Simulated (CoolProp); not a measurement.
Properties of toluene at several states.

The numbers come from the reference Helmholtz-energy equation of state, Lemmon 2006 in CoolProp. It is a short technical equation, of lower accuracy than the large ones.

```
T (°C)  p (bar)   phase  cp (kJ/(kg K))  cv (kJ/(kg K))  Joule-Thomson coefficient (K/MPa)  viscosity (µPa s)  conductivity (mW/(m K))
------  -------  ------  --------------  --------------  ---------------------------------  -----------------  -----------------------
128.55    0.432     gas           1.535           1.438                              27.82               9.25                     19.5
274.35     85.8  liquid           2.616           2.016                             0.2264                100                     83.6
52.05      9.43  liquid           1.790           1.345                            -0.4224                413                      123
198.75    0.168     gas           1.766           1.674                              15.36               10.9                     26.7
88.95     0.508     gas           1.400           1.297                              42.04               8.34                     15.9
-56.65     4.16  liquid           1.498           1.062                            -0.5574               2490                      152
```

Viscosity comes from a separate model (Avgeri 2015). Thermal conductivity comes from a separate model (Assael 2012).
